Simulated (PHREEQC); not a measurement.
Solution (25 °C): 13 mmol/kgw Na2SO4 and 4.6 mmol/kgw CaCl2. Closed to the air; pH follows from the charge balance.

Equilibrium calculation in PHREEQC: Pitzer model, pitzer.dat.

The ionic strength comes out as 0.0528 mol/kgw. What activity coefficients do SO4-2, Na+, Cl-, Ca+2 get?

SO4-2 0.39, Na+ 0.82, Cl- 0.81, Ca+2 0.33. Single-ion values are on the MacInnes scale.

This is a speciation only: nothing precipitates in the calculation. Species that the database lacks are ignored.
